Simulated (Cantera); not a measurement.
**SiCl₄ + C₃H₈ + H₂ (silicon carbide growth)**

Feed: 1 mol SiCl₄, 0.18 mol C₃H₈, 370 mol H₂, held at 0.00290 bar.

Cantera equilibrium calculation (NASA polynomials, part measured and part estimated; ideal gas, pure solids and liquids). Candidate condensed phases: C, C₆H₆, C₇H₈, C₈H₁₈, Si, SiC; 109 gas species. Mutual solubility and eutectic melting of coexisting phases are not modelled. The tables' values for SiCl are old estimates; treat these amounts as uncertain. Gases not in the tables: Si₂H₆ and higher silanes. Rates play no part.

```json
[
 {"T (°C)": "1150", "x H₂": "0.989", "x HCl": "0.0101", "x H": "0.000123", "x Si": "5.27e-7", "x SiCl₂": "0.000311", "x SiH": "1.27e-7", "n Si(s)": "0.343", "n SiC(s)": "0.540", "n Si(l)": "0"},
 {"T (°C)": "1175", "x H₂": "0.989", "x HCl": "0.0101", "x H": "0.000170", "x Si": "1.01e-6", "x SiCl₂": "0.000317", "x SiH": "2.16e-7", "n Si(s)": "0.341", "n SiC(s)": "0.540", "n Si(l)": "0"},
 {"T (°C)": "1200", "x H₂": "0.989", "x HCl": "0.0101", "x H": "0.000234", "x Si": "1.89e-6", "x SiCl₂": "0.000323", "x SiH": "3.63e-7", "n Si(s)": "0.338", "n SiC(s)": "0.540", "n Si(l)": "0"},
 {"T (°C)": "1225", "x H₂": "0.989", "x HCl": "0.0101", "x H": "0.000317", "x Si": "3.46e-6", "x SiCl₂": "0.000329", "x SiH": "6.00e-7", "n Si(s)": "0.335", "n SiC(s)": "0.540", "n Si(l)": "0"},
 {"T (°C)": "1250", "x H₂": "0.989", "x HCl": "0.0101", "x H": "0.000427", "x Si": "6.22e-6", "x SiCl₂": "0.000334", "x SiH": "9.73e-7", "n Si(s)": "0.331", "n SiC(s)": "0.540", "n Si(l)": "0"},
 {"T (°C)": "1275", "x H₂": "0.989", "x HCl": "0.0100", "x H": "0.000569", "x Si": "1.10e-5", "x SiCl₂": "0.000339", "x SiH": "1.55e-6", "n Si(s)": "0.327", "n SiC(s)": "0.540", "n Si(l)": "0"},
 {"T (°C)": "1300", "x H₂": "0.989", "x HCl": "0.0100", "x H": "0.000751", "x Si": "1.90e-5", "x SiCl₂": "0.000344", "x SiH": "2.44e-6", "n Si(s)": "0.321", "n SiC(s)": "0.540", "n Si(l)": "0"},
 {"T (°C)": "1325", "x H₂": "0.989", "x HCl": "0.0100", "x H": "0.000983", "x Si": "3.22e-5", "x SiCl₂": "0.000349", "x SiH": "3.79e-6", "n Si(s)": "0.312", "n SiC(s)": "0.540", "n Si(l)": "0"},
 {"T (°C)": "1350", "x H₂": "0.988", "x HCl": "0.01000", "x H": "0.00128", "x Si": "5.39e-5", "x SiCl₂": "0.000354", "x SiH": "5.79e-6", "n Si(s)": "0.300", "n SiC(s)": "0.540", "n Si(l)": "0"},
 {"T (°C)": "1375", "x H₂": "0.988", "x HCl": "0.00998", "x H": "0.00164", "x Si": "8.88e-5", "x SiCl₂": "0.000358", "x SiH": "8.74e-6", "n Si(s)": "0.282", "n SiC(s)": "0.540", "n Si(l)": "0"},
 {"T (°C)": "1400", "x H₂": "0.987", "x HCl": "0.00996", "x H": "0.00210", "x Si": "0.000144", "x SiCl₂": "0.000362", "x SiH": "1.30e-5", "n Si(s)": "0.256", "n SiC(s)": "0.540", "n Si(l)": "0"},
 {"T (°C)": "1425", "x H₂": "0.987", "x HCl": "0.00995", "x H": "0.00267", "x Si": "0.000226", "x SiCl₂": "0.000361", "x SiH": "1.89e-5", "n Si(s)": "0", "n SiC(s)": "0.539", "n Si(l)": "0.220"},
 {"T (°C)": "1450", "x H₂": "0.986", "x HCl": "0.00996", "x H": "0.00336", "x Si": "0.000339", "x SiCl₂": "0.000348", "x SiH": "2.61e-5", "n Si(s)": "0", "n SiC(s)": "0.539", "n Si(l)": "0.175"},
 {"T (°C)": "1475", "x H₂": "0.985", "x HCl": "0.00997", "x H": "0.00421", "x Si": "0.000502", "x SiCl₂": "0.000336", "x SiH": "3.57e-5", "n Si(s)": "0", "n SiC(s)": "0.538", "n Si(l)": "0.110"}
]
```
x: gas mole fraction; n: condensed amount in mol.

From 1150 °C to 1400 °C the condensed part is Si(s) + SiC(s). From 1425 °C to 1475 °C the condensed part is Si(l) + SiC(s). The main Si-bearing gas is SiCl₂ at 1150 °C and Si at 1475 °C. The share of Si in condensed phases is highest at 1150 °C (88.3 %) and lowest at 1475 °C (64.8 %).
